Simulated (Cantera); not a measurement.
A Cantera script and what it prints.

```python
import numpy as np
import cantera as ct

gas_names = """
    Fe2CL6 H HCL
""".split()
cond_names = """
    Fe(a) Fe(c) Fe(d) Fe(L)
""".split()


# ... load() reads the species with a 1 bar reference pressure and builds the phases ...
species = {s.name: s for s in load("nasa_gas.yaml", gas_names) + load("nasa_condensed.yaml", cond_names)}
# Each term lists the table entries of one substance; the one whose range holds T is used.
reactions = {
    'Fe2Cl6(g) + 6 H(g) = 2 Fe + 6 HCl(g)':
        [(-1, ['Fe2CL6']), (-6, ['H']), (2, ['Fe(a)', 'Fe(c)', 'Fe(d)', 'Fe(L)']), (6, ['HCL'])],
}


def pick(names, T):
    return next(species[n] for n in names if species[n].thermo.min_temp <= T <= species[n].thermo.max_temp)


results = []
for label, terms in reactions.items():
    print(label)
    print("     T/K   dH/kJ  dS/(J/K)   dG/kJ   log10 K")
    for T in [300, 1123, 1223, 1323, 1423, 1523]:
        used = [(nu, pick(names, T)) for nu, names in terms]
        dH = sum(nu * s.thermo.h(T) for nu, s in used) / 1e6
        dS = sum(nu * s.thermo.s(T) for nu, s in used) / 1e3
        dG = dH - T * dS / 1e3
        logK = -dG * 1e6 / (ct.gas_constant * T * np.log(10))
        results.append((label, T, dH, dS, dG, logK, [s.name for _, s in used]))
        print(f"{T:8g} {dH:8.1f} {dS:8.1f} {dG:8.1f} {logK:8.2f}")
```

Output:

```
Fe2Cl6(g) + 6 H(g) = 2 Fe + 6 HCl(g)
     T/K   dH/kJ  dS/(J/K)   dG/kJ   log10 K
     300  -1207.6    -49.6  -1192.7   207.66
    1123  -1246.0   -122.0  -1109.1    51.59
    1223  -1248.1   -123.7  -1096.8    46.84
    1323  -1252.1   -126.9  -1084.3    42.81
    1423  -1255.6   -129.4  -1071.4    39.33
    1523  -1258.7   -131.6  -1058.4    36.30
```

Source: NASA polynomial tables (part measured, part estimated), evaluated in Cantera. Condensed species are held in their standard states even where they would react or evaporate.
